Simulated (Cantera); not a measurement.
Charge: 1 mol B₂O₃, 1.7 mol H₂, 0.96 mol N₂, held at 2900 Pa.

Cantera equilibrium calculation (NASA polynomials, part measured and part estimated; ideal gas, pure solids and liquids). Candidate condensed phases: B, BN, B₂O₃, B₃O₃H₃, H₂O; 39 gas species. N₂ is the only nitrogen source here; it is nearly inert below about 1500 K, so the nitride shown seldom forms there in practice. Mutual solubility and eutectic melting of coexisting phases are not modelled. Kinetics and transport are ignored.

x: gas mole fraction; n: condensed amount in mol.

```
T (°C)   x H₂   x N₂    x B₂O₃    x HBO₂     x HBO      x BO       x H    x B₂O₂  n BN(s)  n B₂O₃(l)
------  -----  -----  --------  --------  --------  --------  --------  --------  -------  ---------
677     0.638  0.361  9.25e-12   1.89e-6   2.10e-9    <1e-12   2.61e-9    <1e-12  0.00244      0.999
777     0.638  0.361   1.12e-9   1.52e-5   7.21e-8    <1e-12   3.80e-8    <1e-12  0.00237      0.999
877     0.638  0.361   5.74e-8   8.27e-5   1.32e-6  3.52e-11   3.50e-7  7.07e-11  0.00233      0.999
977     0.638  0.361   1.52e-6  0.000337   1.49e-5   2.10e-9   2.27e-6   5.90e-9  0.00244      0.998
1077    0.637  0.360   2.42e-5   0.00110  0.000117   6.76e-8   1.12e-5   2.51e-7      [?]      0.997
1177    0.635  0.360  0.000259   0.00299  0.000681   1.33e-6   4.43e-5   6.26e-6      [?]      0.992
1277    0.629  0.358   0.00201   0.00706   0.00313   1.77e-5  0.000147  0.000102      [?]      0.978
1377    0.608  0.351    0.0120    0.0147    0.0118  0.000171  0.000416   0.00118      [?]      0.927
1477    0.544  0.326    0.0577    0.0360    0.0269  0.000940   0.00101   0.00558        0      0.720
1577    0.402  0.262     0.197    0.0730    0.0425   0.00358   0.00201    0.0156        0          0
1677    0.394  0.261     0.190    0.0786    0.0460   0.00750   0.00423    0.0158        0          0
1777    0.384  0.259     0.181    0.0842    0.0483    0.0144   0.00826    0.0153        0          0
1877    0.372  0.257     0.171    0.0898    0.0490    0.0252    0.0151    0.0143        0          0
1977    0.356  0.253     0.159    0.0953    0.0478    0.0408    0.0260    0.0126        0          0
```

**Question.** Some entries are withheld; supply them.

**Answer.** 
- 1077, n BN(s): 0.00292
- 1177, n BN(s): 0.00400
- 1277, n BN(s): 0.00517
- 1377, n BN(s): 0.00209
